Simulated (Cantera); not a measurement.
# Thermodynamics of silicon epitaxy and polysilicon growth, feed SiH2Cl2 + HCl + N2

A closed system holds: 1 mol SiH2Cl2, 0.13 mol HCl, 28 mol N2, equilibrated at 17.0 mbar.

Equilibrium computed with Cantera from the NASA thermochemical tables; the gas is ideal and each condensed phase is pure. Candidate condensed phases: NH4Cl, Si, Si3N4; 28 gas species. N2 is the only nitrogen source here; it is nearly inert below about 1500 K, so the nitride shown seldom forms there in practice. The tables' values for SiCl3 are old estimates; treat these amounts as uncertain. Kinetics and transport are ignored.

From 873 K to 1523 K the condensed part is Si3N4(s). The main Si-bearing gas is SiCl4 at 873 K and SiCl2 at 1523 K. The share of Si in condensed phases is highest at 1173 K (86.2 %) and lowest at 1523 K (60.3 %).

| T (K) | log p N2 | log p HCl | log p H2 | log p SiCl2 | n Si3N4(s) |
|---|---|---|---|---|---|
| 873 | -1.80 | -3.08 | -3.70 | -10.25 | 0.275 |
| 923 | -1.80 | -3.07 | -3.72 | -9.34 | 0.278 |
| 973 | -1.80 | -3.06 | -3.74 | -8.53 | 0.281 |
| 1023 | -1.80 | -3.05 | -3.76 | -7.80 | 0.283 |
| 1073 | -1.80 | -3.05 | -3.78 | -7.14 | 0.285 |
| 1123 | -1.80 | -3.04 | -3.79 | -6.54 | 0.286 |
| 1173 | -1.80 | -3.04 | -3.80 | -5.99 | 0.287 |
| 1223 | -1.80 | -3.04 | -3.81 | -5.50 | 0.287 |
| 1273 | -1.80 | -3.03 | -3.82 | -5.05 | 0.285 |
| 1323 | -1.80 | -3.04 | -3.81 | -4.66 | 0.280 |
| 1373 | -1.80 | -3.05 | -3.79 | -4.32 | 0.269 |
| 1423 | -1.80 | -3.06 | -3.75 | -4.05 | 0.252 |
| 1473 | -1.80 | -3.09 | -3.68 | -3.84 | 0.228 |
| 1523 | -1.80 | -3.14 | -3.61 | -3.70 | 0.201 |
log p: log10 of the partial pressure in bar; n: condensed amount in mol.
